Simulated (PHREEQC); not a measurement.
Na2SO4 is added in steps, without added water, to 1 kg of water holding 0.0048 mol/kgw Cu(BF4)2, 0.26 mol/kgw HNO3 and 0.0058 mol/kgw H3BO3, at 25 °C. O2 is buffered at 0.21 atm. No CO2 enters from the air. Solids allowed: Cu(OH)2, Brochantite, Antlerite, Cu2(OH)3NO3, Mirabilite, Chalcanthite, CuF2:2H2O. Others were left out.

Base run: PHREEQC, ion-association model, wateq4f.dat. Each further column changes one thing. The table gives SO4-2 (mol/kgw).

```json
[
 {"Na2SO4 added (mol)": "0", "base": "0", "H3BO3 left out": "0", "diluted 2-fold with water": "0", "HNO3 left out": "0", "no solid may form": "0"},
 {"Na2SO4 added (mol)": "0.04063", "base": "0.00571", "H3BO3 left out": "0.00572", "diluted 2-fold with water": "…", "HNO3 left out": "0.0328", "no solid may form": "0.00571"},
 {"Na2SO4 added (mol)": "0.07312", "base": "0.0116", "H3BO3 left out": "0.0116", "diluted 2-fold with water": "0.0205", "HNO3 left out": "…", "no solid may form": "0.0116"},
 {"Na2SO4 added (mol)": "0.1138", "base": "0.0209", "H3BO3 left out": "0.0209", "diluted 2-fold with water": "…", "HNO3 left out": "0.0867", "no solid may form": "0.0209"},
 {"Na2SO4 added (mol)": "0.1462", "base": "0.0299", "H3BO3 left out": "0.0300", "diluted 2-fold with water": "0.0541", "HNO3 left out": "…", "no solid may form": "0.0299"},
 {"Na2SO4 added (mol)": "0.1869", "base": "0.0431", "H3BO3 left out": "0.0432", "diluted 2-fold with water": "0.0754", "HNO3 left out": "…", "no solid may form": "0.0431"},
 {"Na2SO4 added (mol)": "0.2194", "base": "0.0550", "H3BO3 left out": "0.0551", "diluted 2-fold with water": "0.0929", "HNO3 left out": "0.154", "no solid may form": "0.0550"},
 {"Na2SO4 added (mol)": "0.26", "base": "0.0712", "H3BO3 left out": "0.0713", "diluted 2-fold with water": "0.115", "HNO3 left out": "0.178", "no solid may form": "0.0712"}
]
```

Question: What belongs in the gaps?

Answer: 
- 0.04063, diluted 2-fold with water: 0.00952
- 0.07312, HNO3 left out: 0.0577
- 0.1138, diluted 2-fold with water: 0.0380
- 0.1462, HNO3 left out: 0.109
- 0.1869, HNO3 left out: 0.134

Real BF4- forms and hydrolyses slowly; the run takes it at equilibrium. Solids allowed in the column 'HNO3 left out': Cu(OH)2, Brochantite, Antlerite, Mirabilite, Chalcanthite, CuF2:2H2O.
